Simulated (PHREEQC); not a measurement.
Solution (10 °C): 0.0032 mol/kgw ZnSO4, 0.066 mol/kgw NiCl2, 1.2 mol/kgw HCl and 0.024 mol/kgw NaCl. Closed to the air; pH follows from the charge balance.

Model: ion-association model, wateq4f.dat, run in PHREEQC.

```
Item                     Result
-----------------  ------------
pH                         0.05
ionic strength     1.29 mol/kgw
activity of water         0.956
total alkalinity   -1200 meq/kg
```

```json
[
 {"species": "Cl-", "molality": "1.27", "activity": "0.753", "log γ": "-0.227"},
 {"species": "H+", "molality": "1.20", "activity": "0.886", "log γ": "-0.131"},
 {"species": "NiCl2", "molality": "0.0316", "activity": "0.0426", "log γ": "0.129"},
 {"species": "Na+", "molality": "0.0240", "activity": "0.0177", "log γ": "-0.131"},
 {"species": "NiCl+", "molality": "0.0184", "activity": "0.0156", "log γ": "-0.072"},
 {"species": "Ni+2", "molality": "0.0159", "activity": "0.00823", "log γ": "-0.287"},
 {"species": "HSO4-", "molality": "0.00296", "activity": "0.00182", "log γ": "-0.212"},
 {"species": "Zn+2", "molality": "0.00170", "activity": "0.000338", "log γ": "-0.702"},
 {"species": "ZnCl+", "molality": "0.000577", "activity": "0.000342", "log γ": "-0.228"},
 {"species": "ZnCl4-2", "molality": "0.000403", "activity": "6.48e-5", "log γ": "-0.793"},
 {"species": "ZnCl3-", "molality": "0.000329", "activity": "0.000195", "log γ": "-0.228"}
]
```

Precipitation was switched off in this run. Ionic strength above about 0.7 mol/kgw puts this run outside the model's range. Species that the database lacks are ignored. Away from 25 °C the constants follow the database's enthalpies or fits; those with neither stay at their 25 °C values.
